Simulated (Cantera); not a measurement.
A closed system holds: 1 mol SiC, 1.5 mol N2O, 55 mol N2, at 0.133 bar.

Method: chemical equilibrium by Gibbs-energy minimisation in Cantera with the NASA 1993 tables (ideal gas, pure condensed phases). Candidate condensed phases: C, Si, SiC, SiO2, Si2N2O, Si3N4; 34 gas species. Mutual solubility and eutectic melting of coexisting phases are not modelled. The numbers say what is thermodynamically allowed, not how fast it happens.

Problem. At 1723 K, list the 3 most abundant gas species with their mole fractions, and the condensed phases.

Solution. N2 0.982, CO 0.0174, SiO 0.000350. Condensed: SiC(s) + Si2N2O(s).
